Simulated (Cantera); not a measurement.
Feed: 1 mol Si, 1.6 mol HCl, 8.8 mol H2, held at 7.10 bar.

These are equilibrium values from Cantera (NASA tables, ideal gas, pure condensed phases), not measurements of a reactor. Candidate condensed phases: Si; 19 gas species. Gases not in the tables: Si2H6 and higher silanes. Rates play no part.

Q: What share of the Si ends up in condensed phases as a function of T (K), at 700, 800, 900, 1000, 1100, 1200, 1300, 1400, 1500, 1600, 1700?

A: 
| T (K) | Si condensed (%) | as |
|---|---|---|
| 700 | 51.4 | Si(s) |
| 800 | 51.5 | Si(s) |
| 900 | 51.9 | Si(s) |
| 1000 | 52.7 | Si(s) |
| 1100 | 54.2 | Si(s) |
| 1200 | 56.3 | Si(s) |
| 1300 | 59.0 | Si(s) |
| 1400 | 61.5 | Si(s) |
| 1500 | 63.4 | Si(s) |
| 1600 | 64.4 | Si(s) |
| 1700 | 64.9 | Si(l) |
